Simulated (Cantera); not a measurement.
Mixture: 14.4 % CH₄, 18.0 % O₂, 67.6 % N₂, equivalence ratio 1.6, at 4.40 bar, adiabatic and at constant volume. Ignition delay is the time to a rise of 400 K.

Model: GRI-Mech 3.0 (53 species, 325 reactions), integrated in Cantera.

### Question
Predict: delay at 1250 K; delay at 1325 K; delay at 1400 K; delay at 1475 K; delay at 1550 K; delay at 1625 K; delay at 1700 K; apparent activation energy between 1550 and 1700 K.

### Answer
```json
{
 "delay at 1250 K": "7.26 ms",
 "delay at 1325 K": "2.91 ms",
 "delay at 1400 K": "1.23 ms",
 "delay at 1475 K": "0.550 ms",
 "delay at 1550 K": "0.257 ms",
 "delay at 1625 K": "0.127 ms",
 "delay at 1700 K": "66.6 µs",
 "apparent activation energy between 1550 and 1700 K": "200 kJ/mol"
}
```
